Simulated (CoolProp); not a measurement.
Vapour pressure (kPa) of octamethyltrisiloxane (MDM): the reference equation beside estimates from Tc = 292.2 °C, pc = 1438 kPa, ω = 0.528.

Model: reference Helmholtz-energy equation of state, Thol 2017, in CoolProp.

```csv
T (°C),reference,van der Waals,Peng-Robinson
89.65,13.47,182.1,13.91
94.05,15.97,194.5,16.41
98.55,18.92,207.6,19.34
102.95,22.21,221.1,22.61
107.45,26.03,235.4,26.40
111.85,30.27,250.0,30.59
116.35,35.17,265.6,35.42
120.75,40.54,281.3,40.71
125.15,46.55,297.7,46.63
129.65,53.40,315.1,53.38
134.05,60.85,332.8,60.71
138.55,69.28,351.4,69.01
142.95,78.39,370.4,77.97
147.45,88.65,390.4,88.08
```

Absolute difference from the reference over all 14 rows, mean and median: van der Waals 688.5 and 624.5 %, Peng-Robinson 1.1 and 0.7 %.
